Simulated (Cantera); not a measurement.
A freely propagating, adiabatic, planar premixed flame of 19.1 % H₂, 13.6 % O₂, 53.2 % N₂, 14.1 % H₂O, equivalence ratio 0.70, unburnt at 548 K and 100000 Pa; mixture-averaged transport, grid criteria slope 0.08 and curve 0.16, no radiation.

Detailed kinetics in Cantera: the H2/O2 subset of GRI-Mech 3.0, which has no nitrogen chemistry. Burning velocities carry a grid error of a few per cent, more on coarse grids.

x: mole fraction of selected species; z is measured from the peak of heat release.

| z (mm) | T (K) | u (m/s) | x H₂ | x O₂ | x H₂O | x HO₂ | x H | x OH |
|---|---|---|---|---|---|---|---|---|
| -1.19 | 548 | 2.34 | 0.191 | 0.136 | 0.141 | <1e-8 | <1e-8 | <1e-8 |
| -0.795 | 548 | 2.34 | 0.190 | 0.136 | 0.141 | 2.65e-8 | <1e-8 | <1e-8 |
| -0.597 | 548 | 2.33 | 0.189 | 0.136 | 0.141 | 2.44e-7 | <1e-8 | <1e-8 |
| -0.398 | 550 | 2.33 | 0.184 | 0.137 | 0.143 | 5.85e-6 | <1e-8 | <1e-8 |
| -0.199 | 614 | 2.53 | 0.157 | 0.139 | 0.153 | 0.000324 | 3.09e-5 | ___ |
| -0.0994 | 846 | 3.40 | 0.119 | 0.130 | 0.185 | 0.000344 | 0.00117 | ___ |
| 0 | 1171 | 4.63 | 0.0717 | 0.104 | 0.243 | 0.000162 | 0.00623 | ___ |
| 0.0994 | 1405 | 5.53 | 0.0353 | 0.0752 | 0.295 | 8.59e-5 | 0.0104 | ___ |
| 0.199 | 1539 | 6.04 | 0.0198 | 0.0604 | 0.320 | 5.60e-5 | 0.00981 | ___ |
| 0.398 | 1672 | 6.53 | 0.0119 | 0.0525 | 0.336 | 3.49e-5 | 0.00594 | ___ |
| 0.795 | 1776 | 6.90 | 0.00713 | 0.0493 | 0.347 | 2.00e-5 | 0.00245 | ___ |
| 1.59 | 1840 | 7.12 | 0.00344 | 0.0477 | 0.355 | 9.71e-6 | 0.000752 | ___ |
| 3.18 | 1873 | 7.23 | 0.00133 | 0.0473 | 0.359 | 4.04e-6 | 0.000175 | ___ |

Q: Fill in the missing entries.

A: 
- -0.199, x OH: 3.14e-5
- -0.0994, x OH: 0.000503
- 0, x OH: 0.00175
- 0.0994, x OH: 0.00474
- 0.199, x OH: 0.00726
- 0.398, x OH: 0.00854
- 0.795, x OH: 0.00765
- 1.59, x OH: 0.00571
- 3.18, x OH: 0.00371
